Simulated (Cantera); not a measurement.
Cantera run:

```python
import numpy as np
import cantera as ct

gas_names = [...]  # 123 gases of nasa_gas.yaml made of C, H, O, Si
cond_names = """
    C(gr) C6H6(L) C7H8(L) C8H18(L),n-octa H2O(s) H2O(L) Si(cr) Si(L) SiC(b) SiO2(Lqz) SiO2(hqz) SiO2(L)
""".split()


# ... load() reads the species with a 1 bar reference pressure and builds the phases ...
atoms = {
    'TEOS': {'Si': 1, 'C': 8, 'H': 20, 'O': 4},
    'O3': {'O': 3},
    'H2': {'H': 2},
}
top_T = {'C(gr)': 4500, 'SiC(b)': 3050}  # K; cautious upper limits of use, not melting points


# ... equilibrate(T, P, feed) seeds the gas with the atoms and calls Mixture.equilibrate('TP', solver="vcs", rtol=1e-11, max_steps=5000) ...
results = []
feed = {'TEOS': 1, 'O3': 0.15, 'H2': 20}  # mol
T = 848.15  # K
P = 170  # Pa
mix = equilibrate(T, P, feed)
results.append((T, P, feed, dict(zip(mix.species_names, mix.species_moles))))
x = sorted(zip(gas.X, gas.species_names), reverse=True)
print(f"T = {T:g} K  P = {P:g} Pa  gas = {mix.phase_moles(0):.4g} mol")
print("   x: " + "  ".join(f"{s} {v:.3e}" for v, s in x if v > 1e-06))
print("   condensed (mol): " + ("  ".join(f"{mix.phase(i).name} {mix.phase_moles(i):.4g}"
      for i in range(1, mix.n_phases) if mix.phase_moles(i) > 1e-12) or "none"))
```

Output:

```
T = 848.15 K  P = 170 Pa  gas = 32.39 mol
   x: H2 9.236e-01  CO 7.437e-02  CH4 9.270e-04  H2O 8.589e-04  CO2 2.136e-04
   condensed (mol): C(gr) 5.555  SiO2(hqz) 1
```

Method: chemical equilibrium by Gibbs-energy minimisation in Cantera with the NASA 1993 tables (ideal gas, pure condensed phases). The feed counts by its element totals alone.
